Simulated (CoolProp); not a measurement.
The fluid at 278.56 K and 0.213 MPa (stagnation) flows isentropically through a choked orifice. The same conditions are run with several fluids, on thermodynamics alone (safety and materials aside).

Computed with CoolProp (reference Helmholtz-energy equation of state of each fluid (propane: Lemmon 2009; R507A: Lemmon 2003; normal hydrogen: Leachman 2009; R125: Lemmon 2005)). Blends and air are pseudo-pure fits.

Q: Rank propane, R507A, normal hydrogen, R125 by throat to inlet pressure ratio, highest first.

A: R125 (0.587), R507A (0.584), propane (0.579), normal hydrogen (0.524)

```tsv
fluid	mass flux (kg/(m² s))	throat temperature (K)
propane	601	259.6
R507A	893	262.5
normal hydrogen	137	230.5
R125	978	264.3
```
